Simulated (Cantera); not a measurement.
Cantera run, input and output.

```python
import numpy as np
import cantera as ct

gas = ct.Solution("gri30.yaml")
gas.TPX = 1398, 2666, {'H2': 0.029, 'O2': 1}
reactor = ct.IdealGasConstPressureReactor(gas, energy="off", clone=False)
net = ct.ReactorNet([reactor])
net.rtol, net.atol = 1e-08, 1e-18
show = ['H2', 'O2', 'O', 'H2O', 'H2O2', 'OH']
times = np.geomspace(0.0008, 10, 12)

steps = ct.SolutionArray(gas, extra=["t"])
rows = []
print(f"{'t/s':>10s}{'T/K':>9s}{'P/Pa':>11s}" + "".join(f"{s:>11s}" for s in show))
for t in times:
    while net.time < t:
        t_next = net.step()
        steps.append(gas.state, t=t_next)
    rows.append([np.interp(t, steps.t, y) for y in (steps.T, steps.P, *steps(*show).X.T)])
    print(f"{t:10.3e}{rows[-1][0]:9.1f}{rows[-1][1]:11.4g}" + "".join(f"{x:11.3e}" for x in rows[-1][2:]))
rate = np.gradient(steps.T, steps.t)
print("integrator steps:", len(steps.t))
if steps.T.max() > steps.T[0] + 200:
    print(f"time of steepest temperature rise: {steps.t[rate.argmax()]:.4e} s")
gas.TPX = 1398, 2666, {'H2': 0.029, 'O2': 1}
gas.equilibrate("TP")
print(f"equilibrium (TP): T = {gas.T:.1f} K  " + "  ".join(f"{s} {gas[s].X[0]:.3e}" for s in show))
```

Result:

```
       t/s      T/K       P/Pa         H2         O2          O        H2O       H2O2         OH
 8.000e-04   1398.0       2666  1.655e-02  9.618e-01  6.958e-03  8.589e-03  8.808e-08  4.501e-03
 1.886e-03   1398.0       2666  2.926e-04  9.469e-01  2.218e-02  2.516e-02  5.838e-08  3.502e-03
 4.446e-03   1398.0       2666  2.683e-04  9.485e-01  2.073e-02  2.537e-02  5.698e-08  3.374e-03
 1.048e-02   1398.0       2666  2.320e-04  9.517e-01  1.772e-02  2.576e-02  5.498e-08  3.143e-03
 2.471e-02   1398.0       2666  1.693e-04  9.572e-01  1.269e-02  2.642e-02  5.022e-08  2.692e-03
 5.825e-02   1398.0       2666  9.148e-05  9.637e-01  6.707e-03  2.721e-02  4.048e-08  1.986e-03
 1.373e-01   1398.0       2666  3.374e-05  9.684e-01  2.431e-03  2.786e-02  2.634e-08  1.210e-03
 3.238e-01   1398.0       2666  9.204e-06  9.705e-01  6.566e-04  2.824e-02  1.338e-08  6.332e-04
 7.632e-01   1398.0       2666  2.247e-06  9.711e-01  1.597e-04  2.842e-02  5.589e-09  3.134e-04
 1.799e+00   1398.0       2666  5.800e-07  9.713e-01  4.118e-05  2.850e-02  2.133e-09  1.594e-04
 4.242e+00   1398.0       2666  1.799e-07  9.714e-01  1.279e-05  2.854e-02  8.843e-10  8.892e-05
 1.000e+01   1398.0       2666  8.868e-08  9.714e-01  6.312e-06  2.855e-02  5.460e-10  6.248e-05
integrator steps: 1506
equilibrium (TP): T = 1398.0 K  H2 7.827e-08  O2 9.714e-01  O 5.573e-06  H2O 2.856e-02  H2O2 5.071e-10  OH 5.870e-05
```

Detailed kinetics in Cantera: GRI-Mech 3.0 (53 species, 325 reactions). Radical loss at walls, strong at low pressure, is not modelled.
